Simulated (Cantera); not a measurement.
A Cantera script and its output.

```python
import numpy as np
import cantera as ct

gas = ct.Solution("h2o2.yaml")
gas.TPX = 1225, 100, {'H2': 0.11, 'O2': 1}
reactor = ct.IdealGasConstPressureReactor(gas, energy="off", clone=False)
net = ct.ReactorNet([reactor])
net.rtol, net.atol = 1e-08, 1e-18
show = ['H2', 'O2', 'H', 'H2O2', 'O', 'H2O']
times = np.geomspace(2e-06, 10, 14)

steps = ct.SolutionArray(gas, extra=["t"])
rows = []
print(f"{'t/s':>10s}{'T/K':>9s}{'P/Pa':>11s}" + "".join(f"{s:>11s}" for s in show))
for t in times:
    while net.time < t:
        t_next = net.step()
        steps.append(gas.state, t=t_next)
    rows.append([np.interp(t, steps.t, y) for y in (steps.T, steps.P, *steps(*show).X.T)])
    print(f"{t:10.3e}{rows[-1][0]:9.1f}{rows[-1][1]:11.4g}" + "".join(f"{x:11.3e}" for x in rows[-1][2:]))
rate = np.gradient(steps.T, steps.t)
print("integrator steps:", len(steps.t))
if steps.T.max() > steps.T[0] + 200:
    print(f"time of steepest temperature rise: {steps.t[rate.argmax()]:.4e} s")
gas.TPX = 1225, 100, {'H2': 0.11, 'O2': 1}
gas.equilibrate("TP")
print(f"equilibrium (TP): T = {gas.T:.1f} K  " + "  ".join(f"{s} {gas[s].X[0]:.3e}" for s in show))
```

It prints:

```
       t/s      T/K       P/Pa         H2         O2          H       H2O2          O        H2O
 2.000e-06   1225.0        100  9.910e-02  9.009e-01  1.951e-11  1.459e-17  3.543e-14  5.903e-17
 6.551e-06   1225.0        100  9.910e-02  9.009e-01  6.365e-11  1.584e-16  3.830e-13  2.036e-15
 2.146e-05   1225.0        100  9.910e-02  9.009e-01  2.058e-10  1.679e-15  4.014e-12  6.781e-14
 7.030e-05   1225.0        100  9.910e-02  9.009e-01  6.479e-10  1.802e-14  4.149e-11  2.288e-12
 2.303e-04   1225.0        100  9.910e-02  9.009e-01  1.922e-09  1.932e-13  4.000e-10  7.093e-11
 7.543e-04   1225.0        100  9.910e-02  9.009e-01  5.765e-09  2.069e-12  3.460e-09  1.850e-09
 2.471e-03   1225.0        100  9.910e-02  9.009e-01  3.513e-08  2.209e-11  3.864e-08  4.961e-08
 8.094e-03   1225.0        100  9.908e-02  9.009e-01  4.563e-06  2.338e-10  5.591e-06  1.008e-05
 2.651e-02   1225.0        100  5.330e-03  8.343e-01  2.693e-02  1.741e-08  4.912e-02  7.629e-02
 8.685e-02   1225.0        100  2.754e-03  8.301e-01  2.373e-02  1.141e-08  5.566e-02  8.138e-02
 2.845e-01   1225.0        100  2.652e-03  8.333e-01  2.213e-02  1.162e-08  5.301e-02  8.260e-02
 9.319e-01   1225.0        100  2.333e-03  8.427e-01  1.762e-02  1.222e-08  4.524e-02  8.614e-02
 3.053e+00   1225.0        100  1.509e-03  8.638e-01  8.520e-03  1.328e-08  2.756e-02  9.377e-02
 1.000e+01   1225.0        100  4.402e-04  8.867e-01  1.259e-03  1.197e-08  7.643e-03  1.013e-01
integrator steps: 898
equilibrium (TP): T = 1225.0 K  H2 7.415e-08  O2 8.957e-01  H 2.702e-09  H2O2 9.309e-11  O 1.268e-06  H2O 1.042e-01
```

Cantera simulation using the H2/O2 subset of GRI-Mech 3.0, which has no nitrogen chemistry; the numbers are that mechanism's predictions, not measurements. Radical loss at walls, strong at low pressure, is not modelled. The temperature is held fixed by assumption; the heat of reaction is taken as removed at once.
